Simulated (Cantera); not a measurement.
Input: 1 mol SiCl4, a varied amount of H2, held at 2475 K and 0.500 bar.

Equilibrium computed with Cantera from the NASA thermochemical tables; the gas is ideal and each condensed phase is pure. Candidate condensed phases: Si; 19 gas species. The tables' values for SiCl, SiCl3 are old estimates; treat these amounts as uncertain. Gases not in the tables: Si2H6 and higher silanes. Equilibrium is a limit: real reactors are often held back by kinetics, nucleation or transport.

Question: At 15 mol H2, list the 5 most abundant gas species with their mole fractions, and the condensed phases.

Answer: H2 0.773, HCl 0.142, SiCl2 0.0392, H 0.0280, Si 0.00786. Condensed: Si(l).
